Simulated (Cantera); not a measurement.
**Equilibrium for silicon nitride deposition: SiF4 + NH3 + N2**

Feed: 1 mol SiF4, 0.94 mol NH3, 11 mol N2, held at 0.100 bar.

Cantera equilibrium calculation (NASA polynomials, part measured and part estimated; ideal gas, pure solids and liquids). Candidate condensed phases: Si, Si3N4; 37 gas species. The tables' values for SiF3, SiF2 are old estimates; treat these amounts as uncertain. The numbers say what is thermodynamically allowed, not how fast it happens.

From 950 K to 1325 K the condensed part is Si3N4(s). From 1400 K to 1550 K nothing is condensed. The main Si-bearing gas is SiF4 throughout.

| T (K) | x N2 | x H2 | x SiF4 | x HF | x SiF3 | n Si3N4(s) |
|---|---|---|---|---|---|---|
| 950 | 0.826 | 0.101 | 0.0720 | 0.000169 | 1.16e-6 | 0.000149 |
| 1025 | 0.826 | 0.101 | 0.0719 | 0.000316 | 6.48e-6 | 0.000272 |
| 1100 | 0.826 | 0.101 | 0.0718 | 0.000539 | 2.86e-5 | 0.000442 |
| 1175 | 0.826 | 0.101 | 0.0716 | 0.000859 | 0.000104 | 0.000632 |
| 1250 | 0.826 | 0.101 | 0.0712 | 0.00129 | 0.000323 | 0.000751 |
| 1325 | 0.826 | 0.100 | 0.0705 | 0.00185 | 0.000875 | 0.000577 |
| 1400 | 0.826 | 0.0998 | 0.0693 | 0.00267 | 0.00200 | 0 |
| 1475 | 0.825 | 0.0989 | 0.0676 | 0.00438 | 0.00353 | 0 |
| 1550 | 0.824 | 0.0975 | 0.0652 | 0.00691 | 0.00574 | 0 |
x: gas mole fraction; n: condensed amount in mol.
